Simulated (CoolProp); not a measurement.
Methane along the isobar 4.98 MPa: density (kg/m³) from the reference equation and from simpler models built on Tc = -82.6 °C, pc = 4.599 MPa, ω = 0.011; each cubic takes its own stable root.

Values from CoolProp's reference Helmholtz-energy equation of state, Setzmann 1991.

```tsv
T (°C)	phase	reference
-138.85	liquid	393.4
-118.95	liquid	358.7
-99.05	liquid	312.7
-79.15	supercritical	128.0
-59.25	supercritical	65.14
-39.35	supercritical	52.19
-19.45	supercritical	44.79
0.45	supercritical	39.70
20.35	supercritical	35.88
40.25	supercritical	32.86
60.15	supercritical	30.39
80.05	supercritical	28.31
99.95	supercritical	26.54
119.85	supercritical	24.99
```

**Question.** How far does each simpler model (van der Waals, Redlich-Kwong, Soave-Redlich-Kwong, Peng-Robinson) lie from the reference over these 14 states: mean and median of the absolute difference, and the worst?

**Answer.** 
- van der Waals: mean 8.2 %, median 2.1 %, worst -30.3 % at -138.85 °C and 4.98 MPa
- Redlich-Kwong: mean 1.2 %, median 0.3 %, worst -7.4 % at -99.05 °C and 4.98 MPa
- Soave-Redlich-Kwong: mean 1.4 %, median 0.5 %, worst -7.5 % at -99.05 °C and 4.98 MPa
- Peng-Robinson: mean 3.6 %, median 2.6 %, worst +11.5 % at -138.85 °C and 4.98 MPa
